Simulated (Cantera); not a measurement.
Cantera run:

```python
import numpy as np
import cantera as ct

gas_names = """
    C CH CH2 CH3 CH2OH CH3O CH4 CH3OH CN CO CO2 COOH C2 C2H CHCO,ketyl C2H2,acetylene C2H2,vinylidene
    CH2CO,ketene C2H3,vinyl CH3CN CH3CO,acetyl C2H4 C2H4O,ethylen CH3CHO,ethanal CH3COOH (HCOOH)2 C2H5
    C2H6 CH3OCH3 C2H5OH CCN CNC C2N2 C2O C3 C3H3,propargyl C3H4,allene C3H4,propyne C3H4,cyclo-
    C3H5,allyl C3H6,propylene C3H6,cyclo- C3H6O C3H7,n-propyl C3H7,i-propyl C3H8 C3H8O,1propanol
    C3H8O,2propanol C3O2 C4 C4H2 C4H4,1,3-cyclo- C4H6,butadiene C4H6,2-butyne C4H6,cyclo- C4H8,1-butene
    C4H8,cis2-buten C4H8,tr2-butene C4H8,isobutene C4H8,cyclo- (CH3COOH)2 C4H9,n-butyl C4H9,i-butyl
    C4H9,s-butyl C4H9,t-butyl C4H10,isobutane C4H10,n-butane C4N2 C5 C5H6,1,3cyclo- C5H8,cyclo-
    C5H10,1-pentene C5H10,cyclo- C5H11,pentyl C5H11,t-pentyl C5H12,n-pentane C5H12,i-pentane
    CH3C(CH3)2CH3 C6H2 C6H5,phenyl C6H5O,phenoxy C6H6 C6H5OH,phenol C6H10,cyclo- C6H12,1-hexene
    C6H12,cyclo- C6H13,n-hexyl C7H7,benzyl C7H8 C7H8O,cresol C7H14,1-heptene C7H15,n-heptyl
    C7H16,n-heptane C8H8,styrene C8H10,ethylbenz C8H16,1-octene C8H17,n-octyl C8H18,isooctane
    C8H18,n-octane C9H19,n-nonyl C10H8,naphthale C10H21,n-decyl C12H9,o-bipheny C12H10,bipheny H HCN HCO
    HCCN HNC HNCO HNO HNO2 HNO3 HO2 H2 HCHO,formaldehy HCOOH H2O H2O2 N NCO NH NH2 NH3 NH2OH NO NO2 NO3
    N2 N2H2 N2H4 N2O O OH O2 O3 Si SiC SiC2 SiC4H12 SiH SiH2 SiH3 SiH4 SiN SiO SiO2 Si2 Si2C Si2N Si3
""".split()
cond_names = """
    C(gr) C6H6(L) C7H8(L) C8H18(L),n-octa H2O(s) H2O(L) Si(cr) Si(L) SiC(b) SiO2(Lqz) SiO2(hqz) SiO2(L)
    Si2N2O(s) Si3N4(a)
""".split()


def load(file, names, dense=False):
    # The tables refer to 1 bar. Condensed volumes are neglected.
    table = {s.name: s for s in ct.Species.list_from_file(file)}
    out = []
    for n in names:
        d = dict(table[n].input_data)
        d["thermo"] = dict(d["thermo"], **{"reference-pressure": 1e5})
        if dense:
            d["equation-of-state"] = {"model": "constant-volume", "density": "1e6 g/cm^3"}
        out.append(ct.Species.from_dict(d))
    return out


gas = ct.Solution(thermo="ideal-gas", species=load("nasa_gas.yaml", gas_names))
cond = {s.name: ct.Solution(thermo="fixed-stoichiometry", species=[s], name=s.name)
        for s in load("nasa_condensed.yaml", cond_names, dense=True)}
atoms = {
    'SiH4': {'Si': 1, 'H': 4},
    'CO2': {'C': 1, 'O': 2},
    'N2': {'N': 2},
}
top_T = {'C(gr)': 4500, 'SiC(b)': 3050, 'Si2N2O(s)': 2100, 'Si3N4(a)': 2400}  # K; cautious upper limits of use, not melting points


def equilibrate(T, P, feed):
    n = {}
    for name, mol in feed.items():
        for a, k in atoms[name].items():
            n[a] = n.get(a, 0.0) + k * mol
    gas.TPX = T, P, n
    mass = sum(n.values()) * gas.mean_molecular_weight
    gas.equilibrate("TP")
    valid = [c for c in cond.values() if c.min_temp <= T <= top_T.get(c.name, c.max_temp)]
    mix = ct.Mixture([(gas, mass / gas.mean_molecular_weight)] + [(c, 0.0) for c in valid])
    mix.T, mix.P = T, P
    mix.equilibrate("TP", solver="vcs", rtol=1e-11, max_steps=5000)
    return mix


results = []
feed = {'SiH4': 1, 'CO2': 22, 'N2': 4.8}  # mol
T = 1223  # K
P = 14000  # Pa
mix = equilibrate(T, P, feed)
results.append((T, P, feed, dict(zip(mix.species_names, mix.species_moles))))
x = sorted(zip(gas.X, gas.species_names), reverse=True)
print(f"T = {T:g} K  P = {P:g} Pa  gas = {mix.phase_moles(0):.4g} mol")
print("   x: " + "  ".join(f"{s} {v:.3e}" for v, s in x if v > 1e-05))
print("   condensed (mol): " + ("  ".join(f"{mix.phase(i).name} {mix.phase_moles(i):.4g}"
      for i in range(1, mix.n_phases) if mix.phase_moles(i) > 1e-12) or "none"))
```

Result:

```
T = 1223 K  P = 14000 Pa  gas = 28.8 mol
   x: CO2 6.336e-01  N2 1.667e-01  CO 1.303e-01  H2O 6.087e-02  H2 8.573e-03
   condensed (mol): SiO2(hqz) 1
```

Cantera equilibrium calculation (NASA polynomials, part measured and part estimated; ideal gas, pure solids and liquids). The tables hold silica as quartz up to 1696 K and as liquid above; real silica turns to tridymite and cristobalite and melts near 1996 K.
